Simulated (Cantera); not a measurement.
A Cantera script and its output.

```python
import numpy as np
import cantera as ct

surf = ct.Interface("diamond.yaml", "diamond_100")
gas, bulk = surf.adjacent["gas"], surf.adjacent["diamond"]
k = surf.kinetics_species_index(bulk.species_names[0])
cover = ["c6HH", "c6H*", "c6*H", "c6**", "c6HM", "c6B"]

rows, drift = [], 0.0
print(f"{'T':>10s}{'um/h':>11s}" + "".join(f"{s:>11s}" for s in cover))
for v in [950, 1025, 1100, 1175, 1250, 1325, 1400]:
    T, P, xH, xCH3 = v, 19000, 0.001, 6.4e-05
    gas.TPX = T, P, {"H": xH, "CH3": xCH3, "CH4": 0.0034, "H2": 1 - xH - xCH3 - 0.0034}
    surf.TP = bulk.TP = T, P
    surf.coverages = "c6H*:0.1, c6HH:0.9"
    surf.advance_coverages(100.0)
    before = surf.coverages
    surf.advance_coverages(100.0)
    drift = max(drift, np.max(np.abs(surf.coverages - before) / (surf.coverages + 1e-9)))
    rate = surf.net_production_rates[k] * bulk.mean_molecular_weight / bulk.density * 3.6e9
    rows.append([rate, *surf[cover].coverages])
    print(f"{v:10.4g}{rate:11.4e}" + "".join(f"{x:11.3e}" for x in rows[-1][1:]))
```

It prints:

```
         T       um/h       c6HH       c6H*       c6*H       c6**       c6HM        c6B
       950 4.6251e+00  6.124e-01  1.337e-02  3.166e-01  5.973e-03  3.957e-02  1.255e-08
      1025 6.0982e+00  5.581e-01  1.964e-02  3.747e-01  1.003e-02  2.668e-02  1.655e-08
      1100 5.9793e+00  5.114e-01  2.683e-02  4.246e-01  1.510e-02  1.441e-02  1.623e-08
      1175 3.7804e+00  4.729e-01  3.448e-02  4.634e-01  2.062e-02  5.006e-03  1.026e-08
      1250 2.1022e+00  4.416e-01  4.191e-02  4.880e-01  2.569e-02  1.253e-03  5.704e-09
      1325 1.5423e+00  4.198e-01  4.882e-02  5.004e-01  2.972e-02  2.907e-04  4.185e-09
      1400 1.2372e+00  4.081e-01  5.507e-02  5.037e-01  3.246e-02  6.845e-05  3.357e-09
```

Model: the Harris–Goodwin 1993 mechanism for the reconstructed diamond (100) surface, integrated in Cantera.
